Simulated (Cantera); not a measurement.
**Hydrocarbon pyrolysis for carbon deposition**

A perfectly stirred reactor is fed with C2H4 : H2 = 1 : 6.5 (molar parts), at 0.000310 bar; it is held at 1850 K, and followed from long to short residence time.

Model: GRI-Mech 3.0 (53 species, 325 reactions), integrated in Cantera. GRI-Mech 3.0 was tuned for natural gas; its chemistry of ethylene as a main component is partial and can be far from experiment. GRI-Mech 3.0 stops at C3 and has no aromatics, soot or wall deposition, so with more carbon than oxygen in the feed, carbon stays in small species such as C2H2 where larger ones or solid carbon would form. Radical loss at walls, strong at low pressure, is not modelled.

| τ (s) | x C2H4 | x H2 | x CH4 | x C2H2 | x H | x C2H6 |
|---|---|---|---|---|---|---|
| 4.2 | 0.00379 | 0.881 | 2.04e-5 | 0.114 | 0.000426 | 4.47e-10 |
| 1.6 | 0.0115 | 0.881 | 1.42e-5 | 0.107 | 0.000250 | 1.36e-9 |
| 0.57 | 0.0307 | 0.879 | 8.97e-6 | 0.0905 | 0.000159 | 3.61e-9 |
| 0.21 | 0.0624 | 0.875 | 4.71e-6 | 0.0626 | 0.000108 | 7.20e-9 |
| 0.077 | 0.0961 | 0.871 | 1.66e-6 | 0.0328 | 6.24e-5 | 1.06e-8 |
| 0.028 | 0.118 | 0.868 | 3.82e-7 | 0.0137 | 2.77e-5 | 1.17e-8 |
| 0.010 | 0.128 | 0.867 | 6.85e-8 | 0.00514 | 1.04e-5 | 9.78e-9 |
| 0.0038 | 0.131 | 0.867 | 1.08e-8 | 0.00198 | 3.97e-6 | 6.12e-9 |
| 0.0014 | 0.132 | 0.867 | 1.05e-9 | 0.000735 | 1.45e-6 | 2.60e-9 |
x: mole fraction; the columns are a selection and need not sum to one.
